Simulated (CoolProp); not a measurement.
A closed Brayton cycle with carbon dioxide: compressor inlet 318.15 K and 9.5 MPa, high pressure 23.1 MPa, turbine inlet 865 K, compressor efficiency 0.8, turbine efficiency 0.93, recuperator effectiveness 0.8 (on enthalpy, no pinch check). Each further row changes one setting.

Model: reference Helmholtz-energy equation of state, Span 1996, in CoolProp.

```csv
case,thermal efficiency (%),net work (kJ/kg),compressor to turbine work,compressor exit (K),turbine exit (K)
as stated,29.7,95.0,0.26,369.2,751.3
turbine inlet 815 K,28.9,86.7,[?],369.2,[?]
compressor inlet 328.15 K,28.9,[?],[?],[?],751.3
high pressure 19.6 MPa,27.0,80.2,0.24,[?],[?]
recuperator effectiveness 0.5,[?],95.0,0.26,369.2,751.3
```

Problem. Complete the blanks.

Solution. 
- turbine inlet 815 K, compressor to turbine work: 0.28
- turbine inlet 815 K, turbine exit (K): 705.4
- compressor inlet 328.15 K, net work (kJ/kg): 83.8
- compressor inlet 328.15 K, compressor to turbine work: 0.35
- compressor inlet 328.15 K, compressor exit (K): 397.9
- high pressure 19.6 MPa, compressor exit (K): 359.4
- high pressure 19.6 MPa, turbine exit (K): 771.8
- recuperator effectiveness 0.5, thermal efficiency (%): 20.8
